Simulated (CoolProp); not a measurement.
Isopentane along the isobar 1470 kPa: fugacity coefficient from the reference equation and from simpler models built on Tc = 460.3 K, pc = 3378 kPa, ω = 0.227; each cubic takes its own stable root.

The numbers come from the reference Helmholtz-energy equation of state, Lemmon 2006 in CoolProp. It is a short technical equation, of lower accuracy than the large ones.

```csv
T (K),phase,reference,Soave-Redlich-Kwong,Peng-Robinson
270.6,liquid,(withheld),0.02199,(withheld)
299.3,liquid,0.06656,0.06681,0.06659
328,liquid,0.1576,0.1597,0.1573
356.6,liquid,0.3117,0.3179,0.3110
385.3,liquid,(withheld),0.5503,(withheld)
414,gas,0.7897,0.7951,(withheld)
442.7,gas,0.8329,0.8352,0.8212
471.3,gas,0.8646,0.8662,0.8526
500,gas,0.8891,(withheld),0.8777
```

### Question
What belongs in the gaps?

### Answer

- 270.6, reference: 0.02216
- 270.6, Peng-Robinson: 0.02235
- 385.3, reference: 0.5385
- 385.3, Peng-Robinson: 0.5366
- 414, Peng-Robinson: 0.7808
- 500, Soave-Redlich-Kwong: 0.8908
